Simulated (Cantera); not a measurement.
Input: 1 mol Si3N4, 0.088 mol CO2, 92 mol H2, equilibrated at 1702 °C and 4.50 Pa.

These are equilibrium values from Cantera (NASA tables, ideal gas, pure condensed phases), not measurements of a reactor. Candidate condensed phases: C, C6H6, C7H8, C8H18, H2O, Si, SiC, SiO2, Si2N2O, Si3N4; 151 gas species. Equilibrium is a limit: real reactors are often held back by kinetics, nucleation or transport.

Q: What is the equilibrium state?

A: 
```
Quantity                                   Result
--------------------------------------  ---------
x(H2)                                       0.773
x(H)                                        0.179
x(Si)                                      0.0271
x(N2)                                      0.0187
x(SiO)                                   0.000840
x(CO)                                    0.000811
x(SiH)                                   0.000115
x(HCN)                                    1.03e-5
x(Si2)                                    1.00e-5
gas amount                              106.6 mol
log10 activity of Si(l) (absent)            -1.42
log10 activity of C(graphite) (absent)      -2.19
```
